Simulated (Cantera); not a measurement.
A perfectly stirred reactor is fed with CH₄ : CO₂ : H₂ = 1 : 2.3 : 0.072 (molar parts), at 0.602 atm; it is held at 1498 K, and followed from long to short residence time.

Detailed kinetics in Cantera: GRI-Mech 3.0 (53 species, 325 reactions).

x: mole fraction; the columns are a selection and need not sum to one.

```
τ (s)     x CH₄  x CO₂    x H₂      x CO   x HO₂  x H₂O₂
-------  ------  -----  ------  --------  ------  ------
4.7      0.0610  0.293   0.102     0.288  <1e-12  <1e-12
1.9      0.0963  0.378  0.0810     0.209  <1e-12  <1e-12
0.79      0.149  0.480  0.0716     0.128  <1e-12  <1e-12
0.33      0.206  0.576  0.0645    0.0609  <1e-12  <1e-12
0.13      0.251  0.639  0.0507    0.0214  <1e-12  <1e-12
0.055     0.275  0.666     ___       ___  <1e-12  <1e-12
0.023     0.287  0.677  0.0278   0.00225  <1e-12  <1e-12
0.0094    0.293  0.681  0.0234  0.000691  <1e-12  <1e-12
0.0039    0.295  0.682  0.0219  0.000211  <1e-12  <1e-12
0.0016    0.296  0.682  0.0215   6.17e-5  <1e-12  <1e-12
0.00065   0.296  0.682  0.0214       ___  <1e-12  <1e-12
```

**Question.** Complete the blanks.

**Answer.** 
- 0.055, x H₂: 0.0371
- 0.055, x CO: 0.00711
- 0.00065, x CO: 1.72e-5
